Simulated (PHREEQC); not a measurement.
Model water analysis in mg/kgw, 5 °C, pH 6.03, pe 8.2:

```tsv
constituent	mg/kgw
Na	1.94
K	1.67
Ca	0.353
Mg	0.744
Cl	0.478
S(6) as SO4	3.51
Alkalinity as HCO3	7.52
Pb	0.00459
```

Cl is adjusted to close the charge balance.
Valence states are taken as typed.

Equilibrium calculation in PHREEQC: ion-association model, wateq4f.dat.

Precipitation was switched off in this run.

**Question.** Order these Pb species by the share of Pb that they hold, largest first: PbSO4, PbHCO3+, PbCO3, Pb+2, PbOH+.

**Answer.** Pb+2 (84 %), PbHCO3+ (7.7 %), PbCO3 (4.9 %), PbOH+ (1.7 %), PbSO4 (1.5 %)

The pH is 6.03 and the ionic strength 0.000282 mol/kgw. Species that the database lacks are ignored. Away from 25 °C the constants follow the database's enthalpies or fits; those with neither stay at their 25 °C values.
